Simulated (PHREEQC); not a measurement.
Make-up at 25 °C: 0.15 mol NaOH and 0.0098 mol Na2CO3 per kg of water. Closed to the air; pH follows from the charge balance.

Model: ion-association model, phreeqc.dat, run in PHREEQC.

This is a speciation only: nothing precipitates in the calculation.

What pH, density, ionic strength does the model give?

pH 13.03; density 1.005 g/cm³; ionic strength 0.170 mol/kgw.

In which forms is C present?

NaCO3- 50 %, CO3-2 50 % of the C.

Species that the database lacks are ignored.
